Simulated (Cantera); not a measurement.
Input (Python, Cantera):

```python
import numpy as np
import cantera as ct

gas = ct.Solution("gri30.yaml")
gas.TPX = 1875, 13332, {'NO': 1, 'N2': 0.6, 'H2O': 0.048}
reactor = ct.IdealGasConstPressureReactor(gas, energy="off", clone=False)
net = ct.ReactorNet([reactor])
net.rtol, net.atol = 1e-08, 1e-18
show = ['NO', 'O2', 'O', 'NO2', 'N2', 'N2O']
times = np.geomspace(0.0006, 2, 9)

steps = ct.SolutionArray(gas, extra=["t"])
rows = []
print(f"{'t/s':>10s}{'T/K':>9s}{'P/Pa':>11s}" + "".join(f"{s:>11s}" for s in show))
for t in times:
    while net.time < t:
        t_next = net.step()
        steps.append(gas.state, t=t_next)
    rows.append([np.interp(t, steps.t, y) for y in (steps.T, steps.P, *steps(*show).X.T)])
    print(f"{t:10.3e}{rows[-1][0]:9.1f}{rows[-1][1]:11.4g}" + "".join(f"{x:11.3e}" for x in rows[-1][2:]))
rate = np.gradient(steps.T, steps.t)
print("integrator steps:", len(steps.t))
if steps.T.max() > steps.T[0] + 200:
    print(f"time of steepest temperature rise: {steps.t[rate.argmax()]:.4e} s")
gas.TPX = 1875, 13332, {'NO': 1, 'N2': 0.6, 'H2O': 0.048}
gas.equilibrate("TP")
print(f"equilibrium (TP): T = {gas.T:.1f} K  " + "  ".join(f"{s} {gas[s].X[0]:.3e}" for s in show))
```

Output:

```
       t/s      T/K       P/Pa         NO         O2          O        NO2         N2        N2O
 6.000e-04   1875.0  1.333e+04  6.068e-01  1.816e-07  2.131e-06  3.433e-06  3.641e-01  1.240e-05
 1.654e-03   1875.0  1.333e+04  6.067e-01  2.429e-06  5.107e-06  1.949e-05  3.641e-01  3.146e-05
 4.559e-03   1875.0  1.333e+04  6.065e-01  6.361e-05  1.799e-05  4.311e-05  3.641e-01  6.745e-05
 1.257e-02   1875.0  1.333e+04  6.060e-01  3.547e-04  2.238e-05  2.801e-05  3.642e-01  9.144e-05
 3.464e-02   1875.0  1.333e+04  6.047e-01  9.503e-04  3.026e-05  3.330e-05  3.649e-01  9.025e-05
 9.549e-02   1875.0  1.333e+04  6.014e-01  2.554e-03  4.333e-05  5.210e-05  3.666e-01  9.586e-05
 2.632e-01   1875.0  1.333e+04  5.922e-01  7.030e-03  6.544e-05  8.382e-05  3.711e-01  9.828e-05
 7.256e-01   1875.0  1.333e+04  5.675e-01  1.929e-02  1.016e-04  1.330e-04  3.835e-01  9.325e-05
 2.000e+00   1875.0  1.333e+04  5.033e-01  5.126e-02  1.582e-04  1.932e-04  4.156e-01  7.377e-05
integrator steps: 981
equilibrium (TP): T = 1875.0 K  NO 5.848e-03  O2 2.999e-01  O 3.629e-04  NO2 5.498e-06  N2 6.642e-01  N2O 1.116e-07
```

Cantera simulation using GRI-Mech 3.0 (53 species, 325 reactions); the numbers are that mechanism's predictions, not measurements.
